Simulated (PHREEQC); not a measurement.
A made-up water analysis in mmol/kgw, 25 °C, pH 3.28, pe 10.5:

| constituent | mmol/kgw |
|---|---|
| Na | 6.75 |
| K | 0.725 |
| Ca | 3.02 |
| Mg | 0.755 |
| Cl | 4.43 |
| S(6) | 5.97 |
| Si | 0.272 |

Na is adjusted to close the charge balance.
Valence states are taken as typed.

The numbers come from PHREEQC with the ion-association model, phreeqc.dat.

| quantity | before | after |
|---|---|---|
| ionic strength (mol/kgw) | 0.0221 | 0.0207 |
| SO4-2 (mol/kgw) | 0.00483 | 0.00433 |
| Ca+2 (mol/kgw) | 0.00236 | 0.00229 |
| CaSO4 (mol/kgw) | 0.000660 | 0.000720 |
| Mg+2 (mol/kgw) | 0.000550 | 0.000407 |
| MgSO4 (mol/kgw) | 0.000205 | 0.000348 |
| SI of Chalcedony (SiO2) | -0.01 | -0.47 |

**Question.** What was changed between the two runs?
A. Cl from 4.43 to 13.3 mmol/kgw
B. temperature from 25 to 70 °C at the same typed pH
C. all concentrations times 2 at the same typed pH

**Answer.** B, temperature from 25 to 70 °C at the same typed pH

This is a speciation only: nothing precipitates in the calculation. Some of these states are supersaturated (in Quartz (slow to form), for instance). Away from 25 °C the constants follow the database's enthalpies or fits; those with neither stay at their 25 °C values.
